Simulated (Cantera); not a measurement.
Charge: 1 mol Si₃N₄, 0.0046 mol H₂O, 64 mol H₂, 1.2 mol O₂, held at 1.00 bar.

Method: chemical equilibrium by Gibbs-energy minimisation in Cantera with the NASA 1993 tables (ideal gas, pure condensed phases). Candidate condensed phases: H₂O, Si, SiO₂, Si₂N₂O, Si₃N₄; 35 gas species. Mutual solubility and eutectic melting of coexisting phases are not modelled. The tables hold silica as quartz up to 1696 K and as liquid above; real silica turns to tridymite and cristobalite and melts near 1996 K. The numbers say what is thermodynamically allowed, not how fast it happens. All values below are at 1027 °C.

Base state: H₂ 0.988, N₂ 0.0123, H₂O 0.000107, NH₃ 1.35e-5 (mole fractions); condensed: SiO₂(β-quartz) + Si₂N₂O(s).

Problem. What changes in the equilibrium state with this change: 0.45 mol CO₂ added?

Solution. 
| species | before | after |
|---|---|---|
| H₂ | 0.988 | 0.978 |
| N₂ | 0.0123 | 0.0154 |
| CO | 0 | 0.00435 |
| CH₄ | 0 | 0.00255 |
| NH₃ | 1.35e-5 | 1.49e-5 |
| H₂O | 0.000107 | 0.000114 |
| SiO₂(β-quartz), mol | 0.598 | 1.01 |
| Si₂N₂O(s), mol | 1.20 | 0.995 |
Further candidate phases: C, C₆H₆, C₇H₈, C₈H₁₈, SiC.
